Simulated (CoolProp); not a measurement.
Saturation properties of R1132(E).

The numbers come from the reference Helmholtz-energy equation of state, Akasaka 2024 in CoolProp.

```csv
T (°C),p (kPa),liquid density (kg/m³),vapour Z
-1.85,770.3,1008,0.8625
0.55,830.3,[?],0.8552
2.95,[?],993.0,0.8476
5.45,963.5,985.1,0.8395
7.85,1034,977.3,[?]
10.25,1109,969.3,0.8231
12.65,1187,961.2,0.8145
15.15,[?],952.6,0.8052
17.55,1360,944.1,0.7960
19.95,1451,[?],0.7864
22.45,1551,926.2,0.7762
24.85,1651,[?],0.7660
27.25,1756,907.7,0.7554
29.65,1866,898.0,0.7445
```

Question: Complete the blanks.

Answer: 
- 0.55, liquid density (kg/m³): 1001
- 2.95, p (kPa): 893.7
- 7.85, vapour Z: 0.8314
- 15.15, p (kPa): 1273
- 19.95, liquid density (kg/m³): 935.5
- 24.85, liquid density (kg/m³): 917.1
